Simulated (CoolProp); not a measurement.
c-C4F8 (RC318) at 444.11 K and 0.774 MPa flows at 0.39 m/s in a round tube of 1 mm bore and 0.25 µm roughness, fully developed (64/Re and Nu = 3.66 if laminar; Colebrook and Gnielinski if turbulent). Each further row changes one setting.

The numbers come from the reference Helmholtz-energy equation of state, Platzer 1990 in CoolProp. This equation is an older, rougher fit.

| case | Reynolds number | Darcy friction factor | pressure drop (Pa/m) | heat-transfer coefficient (W/(m² K)) | mass flow (kg/h) |
|---|---|---|---|---|---|
| as stated | 995 | [?] | [?] | 83.4 | [?] |
| velocity 0.78 m/s | 1990 | 0.0322 | 436 | 83.4 | 0.0982 |
| diameter 2 mm | 1990 | 0.0322 | [?] | [?] | [?] |

What belongs in the gaps?


- as stated, Darcy friction factor: 0.0643
- as stated, pressure drop (Pa/m): 218
- as stated, mass flow (kg/h): 0.0491
- diameter 2 mm, pressure drop (Pa/m): 54.5
- diameter 2 mm, heat-transfer coefficient (W/(m² K)): 41.7
- diameter 2 mm, mass flow (kg/h): 0.196

Viscosity comes from a separate model (Huber 2003), an estimate that may be off by 10 % or more. Thermal conductivity comes from a separate model (Huber 2003), an estimate that may be off by 10 % or more.
